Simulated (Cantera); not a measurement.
Feed: 1 mol K₂CO₃, 1.3 mol C, 0.036 mol CO₂, held at 0.0100 bar.

Method: chemical equilibrium by Gibbs-energy minimisation in Cantera with the NASA 1993 tables (ideal gas, pure condensed phases). Candidate condensed phases: C, K, KO₂, K₂CO₃, K₂O, K₂O₂; 15 gas species. Rates play no part.

log p: log10 of the partial pressure in bar; n: condensed amount in mol.

| T (K) | log p CO | log p K | log p CO₂ | log p O | log p O₂ | log p KO | log p K₂ | n K₂CO₃(l) |
|---|---|---|---|---|---|---|---|---|
| 1225 | -2.31 | -2.37 | -3.09 | <-14 | <-14 | -11.18 | -6.25 | 0.220 |
| 1375 | -2.43 | -2.34 | -2.77 | … | -13.07 | -9.47 | -6.45 | 0 |
| 1525 | -2.43 | -2.34 | -2.77 | … | -10.97 | -8.49 | -6.68 | 0 |
| 1675 | -2.43 | -2.34 | -2.77 | … | -9.26 | -7.68 | -6.87 | 0 |
| 1825 | -2.43 | -2.34 | -2.77 | … | -7.83 | -7.01 | -7.03 | 0 |
| 1975 | -2.43 | -2.34 | -2.77 | … | -6.62 | -6.44 | -7.17 | 0 |
| 2125 | -2.43 | -2.34 | -2.77 | … | -5.59 | -5.96 | -7.30 | 0 |

Problem. Some entries are withheld; supply them.

Solution. 
- 1375, log p O: -12.73
- 1525, log p O: -10.73
- 1675, log p O: -9.10
- 1825, log p O: -7.73
- 1975, log p O: -6.57
- 2125, log p O: -5.57
